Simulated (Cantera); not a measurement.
Input (Python, Cantera) and output of one run.

```python
import numpy as np
import cantera as ct

gas_names = """
    N NO NO2 NO3 N2 N2O O O2 O3 Pb PbO Pb2
""".split()
cond_names = """
    Pb(cr) Pb(L) PbO(rd) PbO(yw) PbO(L) PbO2(s) Pb3O4(s)
""".split()


# ... load() reads the species with a 1 bar reference pressure and builds the phases ...
atoms = {
    'PbO': {'Pb': 1, 'O': 1},
    'N2': {'N': 2},
}
top_T = {'Pb3O4(s)': 820}  # K; cautious upper limits of use, not melting points


# ... equilibrate(T, P, feed) seeds the gas with the atoms and calls Mixture.equilibrate('TP', solver="vcs", rtol=1e-11, max_steps=5000) ...
results = []
feed = {'PbO': 1, 'N2': 6.8}  # mol
T = 1473  # K
for P in [10, 42, 180, 750, 3200, 13000, 56000, 240000, 1000000]:
    mix = equilibrate(T, P, feed)
    results.append((T, P, feed, dict(zip(mix.species_names, mix.species_moles))))
    x = sorted(zip(gas.X, gas.species_names), reverse=True)
    print(f"T = {T:g} K  P = {P:g} Pa  gas = {mix.phase_moles(0):.4g} mol")
    print("   x: " + "  ".join(f"{s} {v:.3e}" for v, s in x if v > 1e-06))
    print("   condensed (mol): " + ("  ".join(f"{mix.phase(i).name} {mix.phase_moles(i):.4g}"
          for i in range(1, mix.n_phases) if mix.phase_moles(i) > 1e-12) or "none"))
```

It prints:

```
T = 1473 K  P = 10 Pa  gas = 8.135 mol
   x: N2 8.356e-01  Pb 8.236e-02  O2 4.091e-02  PbO 4.056e-02  NO 4.862e-04  O 5.645e-05
   condensed (mol): none
T = 1473 K  P = 42 Pa  gas = 8.063 mol
   x: N2 8.431e-01  Pb 6.532e-02  PbO 5.869e-02  O2 3.243e-02  NO 4.348e-04  O 2.453e-05
   condensed (mol): none
T = 1473 K  P = 180 Pa  gas = 7.993 mol
   x: N2 8.506e-01  PbO 7.693e-02  Pb 4.818e-02  O2 2.390e-02  NO 3.749e-04  O 1.017e-05
   condensed (mol): none
T = 1473 K  P = 750 Pa  gas = 7.934 mol
   x: N2 8.569e-01  PbO 9.223e-02  Pb 3.381e-02  O2 1.674e-02  NO 3.150e-04  O 4.170e-06
   condensed (mol): none
T = 1473 K  P = 3200 Pa  gas = 7.889 mol
   x: N2 8.618e-01  PbO 1.041e-01  Pb 2.262e-02  O2 1.118e-02  NO 2.581e-04  O 1.650e-06
   condensed (mol): none
T = 1473 K  P = 13000 Pa  gas = 7.238 mol
   x: N2 9.394e-01  PbO 4.781e-02  Pb 8.458e-03  O2 4.147e-03  NO 1.641e-04
   condensed (mol): PbO(L) 0.5928
T = 1473 K  P = 56000 Pa  gas = 6.897 mol
   x: N2 9.859e-01  PbO 1.110e-02  Pb 1.978e-03  O2 9.487e-04  NO 8.042e-05
   condensed (mol): PbO(L) 0.9098
T = 1473 K  P = 240000 Pa  gas = 6.822 mol
   x: N2 9.967e-01  PbO 2.590e-03  Pb 4.684e-04  O2 2.149e-04  NO 3.849e-05
   condensed (mol): PbO(L) 0.9791
T = 1473 K  P = 1e+06 Pa  gas = 6.805 mol
   x: N2 9.992e-01  PbO 6.215e-04  Pb 1.157e-04  O2 4.868e-05  NO 1.834e-05
   condensed (mol): PbO(L) 0.995
```

Cantera equilibrium calculation (NASA polynomials, part measured and part estimated; ideal gas, pure solids and liquids). Gases not in the tables: (PbO)n polymers.
